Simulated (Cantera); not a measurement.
Premixed flame

A freely propagating, adiabatic, planar premixed flame of H2 : O2 : N2 = 1 : 0.549 : 1.65 (molar parts), equivalence ratio 0.91, unburnt at 425 K and 0.247 atm; mixture-averaged transport, grid criteria slope 0.08 and curve 0.16, no radiation.

Model: the H2/O2 subset of GRI-Mech 3.0, which has no nitrogen chemistry, integrated in Cantera. Burning velocities carry a grid error of a few per cent, more on coarse grids.

```
z (mm)  T (K)  u (m/s)    x H2    x O2      x OH     x HO2      x H    x H2O
------  -----  -------  ------  ------  --------  --------  -------  -------
-7.06     425     4.13   0.313   0.172     <1e-8     <1e-8    <1e-8    <1e-8
-4.71     425     4.13   0.313   0.172     <1e-8     <1e-8    <1e-8    <1e-8
-3.53     425     4.13   0.313   0.172     <1e-8     <1e-8    <1e-8    <1e-8
-2.35     425     4.13   0.313   0.172     <1e-8     <1e-8    <1e-8    <1e-8
-1.18     429     4.16   0.311   0.172   7.05e-6   6.20e-5  1.51e-5  7.96e-5
-0.588    627     5.96   0.282   0.169  0.000814  0.000111  0.00540   0.0147
0        1115     10.2   0.153   0.124   0.00341   3.61e-5   0.0502    0.115
0.588    1434     12.9  0.0556  0.0585    0.0104   1.48e-5   0.0756    0.228
1.18     1575     14.1  0.0454  0.0469    0.0139   1.02e-5   0.0685    0.248
2.35     1730     15.3  0.0453  0.0427    0.0174   7.58e-6   0.0548    0.258
4.71     1898     16.6  0.0439  0.0386    0.0205   5.48e-6   0.0407    0.270
9.42     2068     17.9  0.0399  0.0344    0.0224   3.86e-6   0.0279    0.284
18.8     2228     19.0  0.0339  0.0304    0.0226   2.92e-6   0.0175    0.300
```
x: mole fraction of selected species; z is measured from the peak of heat release.

```yaml
laminar_burning_velocity: 413 cm/s
thermal_thickness: 2.35 mm
peak x(OH): 0.0227
peak x(HO2): 0.000186
peak x(H): 0.0757
grid_points: 136
```
